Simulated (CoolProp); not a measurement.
Saturated liquid density (kg/m³) of n-perfluorobutane: the reference equation beside estimates from Tc = 386.3 K, pc = 23.22 bar, ω = 0.372.

Model: reference Helmholtz-energy equation of state, Gao 2022, in CoolProp.

```
T (K)  reference  van der Waals  Redlich-Kwong  Peng-Robinson
-----  ---------  -------------  -------------  -------------
181.7       1906           1147           1705           1974
184.2       1897           1143           1699           1968
186.8       1888           1139           1692           1962
189.4       1878           1134           1685           1956
192         1869           1130           1678           1950
194.6       1860           1126           1671           1944
197.2       1851           1122           1664           1938
199.8       1842           1117           1657           1932
202.3       1833           1113           1650           1925
204.9       1824           1109           1643           1919
207.5       1815           1104           1635           1912
210.1       1806           1100           1628           1906
212.7       1797           1095           1620           1899
215.3       1788           1091           1613           1892
```

Absolute difference from the reference over all 14 rows, mean and median: van der Waals 39.4 and 39.4 %, Redlich-Kwong 10.1 and 10.1 %, Peng-Robinson 4.7 and 4.8 %.
